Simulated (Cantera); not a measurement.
Mixture: CH4 : O2 : N2 = 1 : 4.88 : 21.5 (molar parts), equivalence ratio 0.41, at 5.00 bar, adiabatic and at constant pressure. Ignition delay is the time to a rise of 400 K.

Computed with Cantera and GRI-Mech 3.0 (53 species, 325 reactions).

Problem. Predict: delay at 1075 K; delay at 1275 K; delay at 1475 K; delay at 1675 K; apparent activation energy between 1575 and 1775 K.

Solution. 
```
Quantity                                                 Value
--------------------------------------------------  ----------
delay at 1075 K                                        43.8 ms
delay at 1275 K                                        2.97 ms
delay at 1475 K                                       0.350 ms
delay at 1675 K                                        66.6 µs
apparent activation energy between 1575 and 1775 K  170 kJ/mol
```
